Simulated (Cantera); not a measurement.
What does this Cantera script print?

```python
import numpy as np
import cantera as ct

surf = ct.Interface("ptcombust.yaml", "Pt_surf")
gas = surf.adjacent["gas"]
gas.TPX = 300, 3900, {'H2': 0.026, 'O2': 0.1, 'N2': 0.79}
jet = ct.ImpingingJet(gas=gas, width=0.093, surface=surf)
jet.inlet.mdot, jet.inlet.T, jet.inlet.X = 0.15, 300, {'H2': 0.026, 'O2': 0.1, 'N2': 0.79}
jet.set_refine_criteria(ratio=10, slope=0.2, curve=0.3)
show, cover = ['H2', 'O2', 'H2O', 'OH'], ["PT(S)", "H(S)", "O(S)", "OH(S)", "CO(S)", "C(S)"]

rows = []
print(f"{'Ts/K':>7s}" + "".join(f"{s:>11s}" for s in show + cover) + "   (gas at the wall, coverages)")
for i, Ts in enumerate([700, 750, 800, 850, 900]):
    jet.surface.T = Ts
    if i == 0:
        surf.TP = Ts, 3900
        surf.coverages = "PT(S):0.5, O(S):0.5"
        surf.advance_coverages(1.0)
        jet.set_initial_guess(products="inlet")
    jet.solve(loglevel=0, auto=(i == 0))
    rows.append([*(jet.X[gas.species_index(s), -1] for s in show), *surf[cover].coverages])
    print(f"{Ts:7g}" + "".join(f"{x:11.3e}" for x in rows[-1]))
```

Result:

```
   Ts/K         H2         O2        H2O         OH      PT(S)       H(S)       O(S)      OH(S)      CO(S)       C(S)   (gas at the wall, coverages)
    700  4.267e-03  8.314e-02  4.673e-02  1.699e-10  9.801e-02  5.296e-09  8.995e-01  2.522e-03 -2.669e-23 -1.953e-26
    750  3.849e-03  8.279e-02  4.723e-02  1.076e-09  1.146e-01  1.026e-08  8.834e-01  1.973e-03  3.253e-17  7.767e-26
    800  3.121e-03  8.211e-02  4.834e-02  5.082e-09  1.503e-01  2.321e-08  8.480e-01  1.680e-03  1.790e-18  4.138e-26
    850  2.444e-03  8.148e-02  4.937e-02  1.909e-08  2.032e-01  5.386e-08  7.953e-01  1.483e-03  6.984e-20  5.758e-26
    900  1.957e-03  8.104e-02  5.007e-02  6.014e-08  2.668e-01  1.167e-07  7.319e-01  1.308e-03  1.483e-16  7.027e-26
```

Cantera simulation using Deutschmann's 1995 Pt surface mechanism with GRI-Mech 3.0 gas chemistry; the numbers are that mechanism's predictions, not measurements. Catalytic surfaces can have several steady states; this one follows from the mechanism file's or the stated starting coverage.
